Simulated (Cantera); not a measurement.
Input: 1 mol SiHCl3, 52 mol N2, held at 0.100 bar.

These are equilibrium values from Cantera (NASA tables, ideal gas, pure condensed phases), not measurements of a reactor. Candidate condensed phases: NH4Cl, Si, Si3N4; 28 gas species. The tables' values for SiCl3, SiCl are old estimates; treat these amounts as uncertain. Rates play no part.

x: gas mole fraction; n: condensed amount in mol.

```
T (K)   x N2  x SiCl2   x HCl   x SiCl4   x SiCl3  n Si3N4(s)
-----  -----  -------  ------  --------  --------  ----------
1525   0.968  0.00834  0.0167   0.00332   0.00305      0.0701
1600   0.965        ?  0.0159         ?   0.00256           ?
1675   0.964   0.0162  0.0156  0.000464   0.00190           0
1750   0.964   0.0167  0.0162         ?   0.00158           0
1825   0.963   0.0171  0.0164  0.000143   0.00126           0
1900   0.963   0.0175  0.0165   7.14e-5  0.000961           0
1975   0.962   0.0177  0.0162   3.27e-5  0.000696           0
2050   0.962   0.0179  0.0158   1.43e-5  0.000490           0
```

What belongs in the gaps?


- 1750, x SiCl4: 0.000265
- 1600, x SiCl2: 0.0137
- 1600, x SiCl4: 0.00118
- 1600, n Si3N4(s): 0.0203
